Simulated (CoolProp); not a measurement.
Properties of R1234ze(E) along the isotherm 263.1 K (Tc = 382.5 K, pc = 3.635 MPa, ω = 0.313).

Values from CoolProp's reference Helmholtz-energy equation of state, Thol 2016.

| p (MPa) | phase | cp (kJ/(kg K)) | cv (kJ/(kg K)) | speed of sound (m/s) | expansivity (1/kK) | Prandtl number | fugacity coefficient |
|---|---|---|---|---|---|---|---|
| 0.0287 | gas | 0.8239 | 0.7473 | 143.9 | 3.937 | 0.817 | 0.9899 |
| 0.0434 | gas | 0.8272 | 0.7486 | 143.3 | 4.010 | 0.822 | 0.9848 |
| 0.0654 | gas | 0.8324 | 0.7506 | 142.4 | 4.123 | 0.829 | 0.9770 |
| 0.0987 | gas | 0.8406 | 0.7537 | 140.9 | 4.308 | 0.841 | 0.9653 |
| 0.225 | liquid | 1.298 | 0.8786 | 689.1 | 2.226 | 4.37 | 0.6221 |
| 0.339 | liquid | 1.297 | 0.8786 | 690.0 | 2.222 | 4.37 | 0.4149 |
| 0.511 | liquid | 1.297 | 0.8786 | 691.2 | 2.215 | 4.37 | 0.2772 |
| 0.771 | liquid | 1.296 | 0.8787 | 693.1 | 2.205 | 4.38 | 0.1857 |
| 1.16 | liquid | 1.294 | 0.8788 | 696.0 | 2.191 | 4.39 | 0.1254 |
| 1.75 | liquid | 1.292 | 0.8790 | 700.2 | 2.170 | 4.41 | 0.08515 |
| 2.65 | liquid | 1.289 | 0.8793 | 706.5 | 2.139 | 4.43 | 0.05834 |
| 3.99 | liquid | 1.285 | 0.8798 | 715.7 | 2.096 | 4.47 | 0.04092 |
| 6.02 | liquid | 1.279 | 0.8804 | 729.1 | 2.035 | 4.52 | 0.02945 |
| 9.09 | liquid | 1.271 | 0.8815 | 748.3 | 1.954 | 4.61 | 0.02208 |

Viscosity comes from a separate model (Bell 2016), an estimate that may be off by 10 % or more. Thermal conductivity comes from a separate model (Perkins 2011).
